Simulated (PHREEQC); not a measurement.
Buffer (model solution)

A solution holds 2.5 mmol/kgw NH4Cl, 23 mmol/kgw Na2CO3, 0.035 mmol/kgw NaCl and 1.2 mmol/kgw NaHCO3, at 24 °C. Closed to the air; pH follows from the charge balance.

Computed with PHREEQC (ion-association model, phreeqc.dat).

| Property | Result |
|---|---|
| pH | 10.65 |
| ionic strength | 0.0572 mol/kgw |
| specific conductance | 3850 µS/cm |
| density | 1.000 g/cm³ |
| total alkalinity | 47.2 meq/kg |

```
species  molality  activity   log γ
-------  --------  --------  ------
Na+        0.0421    0.0344  -0.088
CO3-2      0.0150   0.00682  -0.342
NaCO3-    0.00511   0.00415  -0.090
HCO3-     0.00403   0.00331  -0.086
Cl-       0.00253   0.00204  -0.094
NH3       0.00237   0.00240   0.006
```

Precipitation was switched off in this run. Species that the database lacks are ignored.
